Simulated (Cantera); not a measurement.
An isothermal, constant-pressure homogeneous reactor starts with CH₄ : N₂ = 1 : 12 (molar parts), at 1875 K and 0.0118 atm. Integrator tolerance rtol = 1e-08.

Detailed kinetics in Cantera: GRI-Mech 3.0 (53 species, 325 reactions). GRI-Mech 3.0 stops at C3 and has no aromatics, soot or wall deposition, so with more carbon than oxygen in the feed, carbon stays in small species such as C2H2 where larger ones or solid carbon would form. Radical loss at walls, strong at low pressure, is not modelled.

**Question.** What does this change do: CH4 1 to 0.53 parts?

**Answer.** 
```json
[
 {"quantity": "x(CH₄) at 4.00 s", "before": "7.78e-6 (gas-phase equilibrium 1.30e-6)", "after": "4.04e-6 (gas-phase equilibrium 3.35e-7)"},
 {"quantity": "x(HCN) at 4.00 s", "before": "0.000117 (gas-phase equilibrium 0.0542)", "after": "0.000118 (gas-phase equilibrium 0.0342)"},
 {"quantity": "x(H₂) at 4.00 s", "before": "0.106 (gas-phase equilibrium 0.106)", "after": "0.0602 (gas-phase equilibrium 0.0601)"},
 {"quantity": "x(H) at 4.00 s", "before": "0.00188 (gas-phase equilibrium 0.00196)", "after": "0.00122 (gas-phase equilibrium 0.00148)"},
 {"quantity": "x(C₂H) at 4.00 s", "before": "7.47e-6 (gas-phase equilibrium 1.88e-6)", "after": "4.87e-6 (gas-phase equilibrium 9.17e-7)"},
 {"quantity": "x(CH₂) at 4.00 s", "before": "5.78e-8 (gas-phase equilibrium 1.06e-8)", "after": "3.95e-8 (gas-phase equilibrium 4.83e-9)"}
]
```

**Question.** What does this change do: CH4 1 to 0.21 parts?

**Answer.** 
```
quantity                                           before                                      after
----------------  ---------------------------------------  -----------------------------------------
x(CH₄) at 4.00 s  7.78e-6 (gas-phase equilibrium 1.30e-6)    1.94e-6 (gas-phase equilibrium 3.96e-8)
x(HCN) at 4.00 s  0.000117 (gas-phase equilibrium 0.0542)    0.000114 (gas-phase equilibrium 0.0157)
x(H₂) at 4.00 s       0.106 (gas-phase equilibrium 0.106)      0.0251 (gas-phase equilibrium 0.0249)
x(H) at 4.00 s    0.00188 (gas-phase equilibrium 0.00196)  0.000554 (gas-phase equilibrium 0.000951)
x(C₂H) at 4.00 s  7.47e-6 (gas-phase equilibrium 1.88e-6)    2.20e-6 (gas-phase equilibrium 2.80e-7)
x(CH₂) at 4.00 s  5.78e-8 (gas-phase equilibrium 1.06e-8)    2.23e-8 (gas-phase equilibrium 1.38e-9)
```
